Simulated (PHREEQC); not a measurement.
0.02 g of hydrous ferric oxide (600 m²/g; 0.2 weak and 0.005 strong sites per Fe, Dzombak-Morel constants, diffuse double layer) in 1 kg of water with 0.3 mol/kgw of an inert sodium salt, at 25 °C; the pH is set by adding NaOH or the inert anion's acid. Oxygen alone is held at its pressure in air (log pO2 = -0.68). No CO2 enters from the air. No solid was allowed to form.

All values are PHREEQC results (ion-association model, wateq4f.dat), not measurements.

Task: Predict surface charge σ (C/m²), surface potential ψ (mV) at pH = 5.5, 5.88, 8.88, 10.

Result: 
| pH | surface charge σ (C/m²) | surface potential ψ (mV) |
|---|---|---|
| 5.5 | 0.210 | 98 |
| 5.88 | 0.167 | 86 |
| 8.88 | -0.044 | -33 |
| 10 | -0.132 | -75 |
